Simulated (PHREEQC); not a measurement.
PHREEQC input (ion-association model, phreeqc.dat):

```
SOLUTION_MASTER_SPECIES
  Amm  AmmH+  0  AmmH  17.031  # ammonia with no redox link, constants of NH4+
SOLUTION_SPECIES
  AmmH+ = AmmH+
    -log_k 0
    -gamma 2.5 0
    -dw 1.98e-9
  AmmH+ = Amm + H+
    -log_k -9.252
    -delta_h 12.48 kcal
    -analytic 0.6322 -0.001225 -2835.76
    -dw 2.28e-9
  AmmH+ + SO4-2 = AmmHSO4-
    -log_k 1.11
PHASES
  Amm(g)
    Amm = Amm
    -log_k 1.7966
    -analytic -18.758 3.3670e-4 2.5113e3 4.8619 39.192
    -T_c 405.6
    -P_c 111.3
    -Omega 0.25
EXCHANGE_SPECIES
  AmmH+ + X- = AmmHX
    -log_k 0.6
    -gamma 2.5 0
    -delta_h -2.4
SOLUTION 0
  temp 40
  units mmol/kgw
  pH 7 charge
  Cl 12.01
  Amm 12
  Br 37
  K 37
  O(0) 1 O2(g) -0.68
SOLUTION 1-30
  temp 40
  units mmol/kgw
  pH 7 charge
  S(6) 11
  Mg 11
  Cl 2.31
  Amm 2.3
  O(0) 1 O2(g) -0.68
END
EXCHANGE 1-30
  X 0.13
  -equilibrate 1
END
SELECTED_OUTPUT 1
  -reset false
  -pH true
  -pe true
  -ionic_strength true
  -water true
  -step true
  -totals Amm Br Cl K Mg S S(-2) S(6)
  -molalities AmmHX KX MgX2
  -saturation_indices Sylvite
PRINT
  -reset false
TRANSPORT
  -cells 30
  -shifts 240
  -lengths 0.0333333
  -time_step 3600
  -dispersivities 0.05
  -boundary_conditions flux flux
  -correct_disp true
  -punch_cells 30
  -punch_frequency 8
END
# ... the last block is repeated for the other 30 points of pore volumes
```

Selected output (columns that matter, 10 of 31 rows; pore volumes added in front):

```
pore volumes	pH	mu	Amm	Br	Cl	K	Mg	S	m_KX	m_MgX2	si_Sylvite
0	5.2128	0.029043	0.0023	0	0.00231	0	0.011	0.011	0	0.061979	-1000
0.8167	5.1484	0.039783	0.002882	0.011506	0.0053264	3.9788e-07	0.014549	0.0075793	1.0191e-06	0.06198	-9.8204
1.8833	5.049	0.068175	0.0051845	0.036497	0.011878	0.0041301	0.019675	0.00014946	0.0077369	0.057131	-5.4878
2.6833	5.0354	0.06308	0.0073224	0.036989	0.012007	0.013509	0.01408	3.3493e-06	0.026705	0.045685	-4.9623
3.4833	5.0264	0.058367	0.008878	0.037	0.01201	0.021408	0.0093568	6.3618e-08	0.045219	0.034665	-4.7564
4.55	5.0194	0.054515	0.010103	0.037	0.01201	0.027887	0.0055053	2.9674e-10	0.06355	0.023741	-4.6365
5.35	5.0162	0.052804	0.010659	0.037	0.01201	0.030754	0.0037935	5.182e-12	0.073291	0.01789	-4.5917
6.15	5.0141	0.051668	0.011041	0.037	0.01201	0.032644	0.0026579	8.9895e-14	0.080615	0.01346	-4.5642
7.2167	5.0122	0.050688	0.011382	0.037	0.01201	0.034262	0.0016777	4.021e-16	0.087724	0.0091325	-4.5418
8.0167	5.0113	0.050202	0.011557	0.037	0.01201	0.035059	0.0011919	6.9472e-18	0.091606	0.0067575	-4.5311
```

At this temperature some constants are extrapolated from 25 °C, and those without enthalpy data are left unchanged.
